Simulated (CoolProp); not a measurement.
A single-stage vapour-compression cycle with the fluid: evaporating at 303.15 K (dew point), condensing at 340.15 K (bubble point), superheat 8 K, subcooling 0 K, compressor efficiency 0.9, no pressure losses. The same conditions are run with several fluids, on thermodynamics alone (safety and materials aside).

Values from CoolProp's reference Helmholtz-energy equation of state of each fluid (R22: Kamei 1995; R1336mzz(E): Akasaka 2023; R134a: Tillner-Roth 1994; R142b: Lemmon 2006; n-pentane: Thol 2019; dimethyl ether: Wu 2011).

Q: Rank R22, R1336mzz(E), R134a, R142b, n-pentane, dimethyl ether by cooling COP, highest first.

A: n-pentane (6.31), R142b (6.10), dimethyl ether (6.04), R1336mzz(E) (5.80), R134a (5.54), R22 (5.47)

```csv
fluid,pressure ratio,discharge temperature (K),refrigerating effect (kJ/kg),volumetric capacity (kJ/m³)
R22,2.36,364.5,133,6400
R1336mzz(E),2.99,340.6,101,1600
R134a,2.57,352.6,124,4430
R142b,2.63,350.2,155,2600
n-pentane,3.19,340.6,286,678
dimethyl ether,2.49,357.0,311,4260
```
